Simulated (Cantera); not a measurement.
What does this Cantera script print?

```python
import numpy as np
import cantera as ct

gas_names = [...]  # 151 gases of nasa_gas.yaml made of C, H, N, O, Si
cond_names = """
    C(gr) C6H6(L) C7H8(L) C8H18(L),n-octa H2O(s) H2O(L) Si(cr) Si(L) SiC(b) SiO2(Lqz) SiO2(hqz) SiO2(L)
    Si2N2O(s) Si3N4(a)
""".split()


# ... load() reads the species with a 1 bar reference pressure and builds the phases ...
atoms = {
    'TEOS': {'Si': 1, 'C': 8, 'H': 20, 'O': 4},
    'N2O': {'N': 2, 'O': 1},
    'H2': {'H': 2},
}
top_T = {'C(gr)': 4500, 'SiC(b)': 3050, 'Si2N2O(s)': 2100, 'Si3N4(a)': 2400}  # K; cautious upper limits of use, not melting points


# ... equilibrate(T, P, feed) seeds the gas with the atoms and calls Mixture.equilibrate('TP', solver="vcs", rtol=1e-11, max_steps=5000) ...
results = []
feed = {'TEOS': 1, 'N2O': 20, 'H2': 2.9}  # mol
P = 41000  # Pa
for T in [673, 773, 873, 973, 1073, 1173, 1273, 1373, 1473, 1573, 1673, 1773, 1873, 1973]:
    mix = equilibrate(T, P, feed)
    results.append((T, P, feed, dict(zip(mix.species_names, mix.species_moles))))
    x = sorted(zip(gas.X, gas.species_names), reverse=True)
    print(f"T = {T:g} K  P = {P:g} Pa  gas = {mix.phase_moles(0):.4g} mol")
    print("   x: " + "  ".join(f"{s} {v:.3e}" for v, s in x if v > 1e-06))
    print("   condensed (mol): " + ("  ".join(f"{mix.phase(i).name} {mix.phase_moles(i):.4g}"
          for i in range(1, mix.n_phases) if mix.phase_moles(i) > 1e-12) or "none"))
```

Output:

```
T = 673 K  P = 41000 Pa  gas = 38.95 mol
   x: N2 5.134e-01  H2O 2.089e-01  CO2 1.755e-01  H2 7.224e-02  CH4 2.495e-02  CO 4.959e-03  NH3 7.676e-05
   condensed (mol): SiO2(Lqz) 1
T = 773 K  P = 41000 Pa  gas = 40.52 mol
   x: N2 4.935e-01  H2O 1.808e-01  CO2 1.693e-01  H2 1.282e-01  CO 2.344e-02  CH4 4.637e-03  NH3 5.238e-05
   condensed (mol): SiO2(Lqz) 1
T = 873 K  P = 41000 Pa  gas = 40.89 mol
   x: N2 4.891e-01  H2O 1.870e-01  CO2 1.556e-01  H2 1.282e-01  CO 3.996e-02  CH4 1.445e-04  NH3 1.996e-05
   condensed (mol): SiO2(hqz) 1
T = 973 K  P = 41000 Pa  gas = 40.9 mol
   x: N2 4.890e-01  H2O 1.988e-01  CO2 1.435e-01  H2 1.165e-01  CO 5.214e-02  NH3 7.980e-06  CH4 5.576e-06
   condensed (mol): SiO2(hqz) 1
T = 1073 K  P = 41000 Pa  gas = 40.9 mol
   x: N2 4.890e-01  H2O 2.091e-01  CO2 1.332e-01  H2 1.062e-01  CO 6.245e-02  NH3 3.676e-06
   condensed (mol): SiO2(hqz) 1
T = 1173 K  P = 41000 Pa  gas = 40.9 mol
   x: N2 4.890e-01  H2O 2.178e-01  CO2 1.245e-01  H2 9.764e-02  CO 7.106e-02  NH3 1.902e-06
   condensed (mol): SiO2(hqz) 1
T = 1273 K  P = 41000 Pa  gas = 40.9 mol
   x: N2 4.890e-01  H2O 2.249e-01  CO2 1.174e-01  H2 9.050e-02  CO 7.820e-02  NH3 1.081e-06
   condensed (mol): SiO2(hqz) 1
T = 1373 K  P = 41000 Pa  gas = 40.9 mol
   x: N2 4.890e-01  H2O 2.308e-01  CO2 1.115e-01  H2 8.458e-02  CO 8.412e-02  H 1.512e-06
   condensed (mol): SiO2(hqz) 1
T = 1473 K  P = 41000 Pa  gas = 40.9 mol
   x: N2 4.890e-01  H2O 2.358e-01  CO2 1.065e-01  CO 8.906e-02  H2 7.964e-02  H 5.576e-06
   condensed (mol): SiO2(hqz) 1
T = 1573 K  P = 41000 Pa  gas = 40.9 mol
   x: N2 4.890e-01  H2O 2.399e-01  CO2 1.024e-01  CO 9.321e-02  H2 7.549e-02  H 1.745e-05  OH 2.002e-06
   condensed (mol): SiO2(hqz) 1
T = 1673 K  P = 41000 Pa  gas = 40.9 mol
   x: N2 4.890e-01  H2O 2.434e-01  CO2 9.889e-02  CO 9.671e-02  H2 7.197e-02  H 4.771e-05  OH 7.763e-06
   condensed (mol): SiO2(hqz) 1
T = 1773 K  P = 41000 Pa  gas = 40.9 mol
   x: N2 4.890e-01  H2O 2.463e-01  CO 9.968e-02  CO2 9.590e-02  H2 6.897e-02  H 1.167e-04  OH 2.583e-05  NO 1.515e-06
   condensed (mol): SiO2(L) 1
T = 1873 K  P = 41000 Pa  gas = 40.91 mol
   x: N2 4.889e-01  H2O 2.488e-01  CO 1.022e-01  CO2 9.335e-02  H2 6.636e-02  H 2.597e-04  OH 7.558e-05  SiO 5.592e-06  NO 5.498e-06
   condensed (mol): SiO2(L) 0.9998
T = 1973 K  P = 41000 Pa  gas = 40.92 mol
   x: N2 4.888e-01  H2O 2.508e-01  CO 1.044e-01  CO2 9.113e-02  H2 6.407e-02  H 5.334e-04  OH 1.982e-04  SiO 2.926e-05  NO 1.751e-05  O2 2.057e-06  O 1.215e-06
   condensed (mol): SiO2(L) 0.9988
```

These are equilibrium values from Cantera (NASA tables, ideal gas, pure condensed phases), not measurements of a reactor. The feed counts by its element totals alone. The tables hold silica as quartz up to 1696 K and as liquid above; real silica turns to tridymite and cristobalite and melts near 1996 K. Gases not in the tables: Si(OH)4.
